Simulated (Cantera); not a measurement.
**Equilibrium for tantalum, niobium, vanadium and zirconium in process gases: V + H₂O**

Feed: 1 mol V, 7.2 mol H₂O, at 0.930 Pa.

These are equilibrium values from Cantera (NASA tables, ideal gas, pure condensed phases), not measurements of a reactor. Candidate condensed phases: H₂O, V, VO, V₂O₃, V₂O₄, V₂O₅; 12 gas species. Condensed phases not in the tables: the oxides between V₂O₃ and V₂O₅ other than VO₂. Equilibrium is a limit: real reactors are often held back by kinetics, nucleation or transport.

From 950 °C to 1400 °C the condensed part is V₂O₃(s). From 1450 °C to 1500 °C nothing is condensed. The main V-bearing gas is VO₂ throughout.

```csv
T (°C),log p H₂O,log p H₂,log p VO₂,log p H,log p OH,n V₂O₃(s)
950,-5.13,-5.71,-11.68,-9.38,-10.84,0.500
1000,-5.13,-5.71,-10.88,-9.00,-10.36,0.500
1050,-5.13,-5.71,-10.13,-8.66,-9.92,0.500
1100,-5.13,-5.71,-9.44,-8.33,-9.50,0.500
1150,-5.13,-5.71,-8.80,-8.03,-9.12,0.499
1200,-5.13,-5.71,-8.21,-7.76,-8.76,0.498
1250,-5.14,-5.72,-7.65,-7.49,-8.43,0.491
1300,-5.14,-5.71,-7.14,-7.25,-8.12,0.472
1350,-5.15,-5.71,-6.67,-7.02,-7.84,0.414
1400,-5.19,-5.69,-6.24,-6.79,-7.60,0.258
1450,-5.24,-5.67,-5.95,-6.58,-7.41,0
1500,-5.25,-5.68,-5.96,-6.39,-7.16,0
```
log p: log10 of the partial pressure in bar; n: condensed amount in mol.
